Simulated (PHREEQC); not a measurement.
## Nickel, zinc or cadmium bath: speciation

Dissolve 8.7 mmol/kgw CdCl2, 25 mmol/kgw KCl and 0.033 mmol/kgw HCl at 30 °C. Closed to the air; pH follows from the charge balance.

Equilibrium calculation in PHREEQC: ion-association model, phreeqc.dat.

Each row changes one thing in this solution. This is a speciation only: nothing precipitates in the calculation.

| case | pH | ionic strength (mol/kgw) | Cl- (mol/kgw) | CdCl+ (mol/kgw) | Cd+2 (mol/kgw) | CdCl2 (mol/kgw) |
|---|---|---|---|---|---|---|
| as made | 4.54 | 0.0393 | 0.0362 | 0.00512 | 0.00303 | 0.000538 |
| temperature from 30 to 65 °C | 4.55 | 0.0390 | 0.0360 | 0.00516 | 0.00292 | 0.000589 |
| diluted 2-fold with water | 4.83 | 0.0209 | 0.0188 | 0.00214 | 0.00208 | 0.000128 |
| temperature from 30 to 10 °C | 4.54 | 0.0395 | 0.0364 | 0.00506 | 0.00313 | 0.000500 |
| temperature from 30 to 85 °C | 4.55 | 0.0389 | 0.0360 | 0.00517 | 0.00289 | 0.000610 |
| 0.042 mol/kgw FeSO4 added | 4.87 | 0.141 | 0.0381 | 0.00323 | 0.00268 | 0.000285 |
| KCl left out | 4.53 | 0.0183 | 0.0134 | 0.00368 | 0.00485 | 0.000159 |
| KCl from 0.025 to 0.0225 mol/kgw | 4.54 | 0.0370 | 0.0338 | 0.00504 | 0.00314 | 0.000500 |

Constants without temperature data keep their 25 °C values here.
